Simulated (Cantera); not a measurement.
Feed: 1 mol Cu, 2.2 mol NH3, 91 mol H2, held at 623.15 K and 0.0610 bar.

These are equilibrium values from Cantera (NASA tables, ideal gas, pure condensed phases), not measurements of a reactor. Candidate condensed phases: Cu; 11 gas species. Rates play no part.

**Question.** What is the equilibrium state?

**Answer.** 
```json
{
 "x(H2)": "0.988",
 "x(N2)": "0.0114",
 "x(NH3)": "0.000182",
 "n(Cu(s))": "1.00 mol",
 "gas_amount": "95.38 mol"
}
```
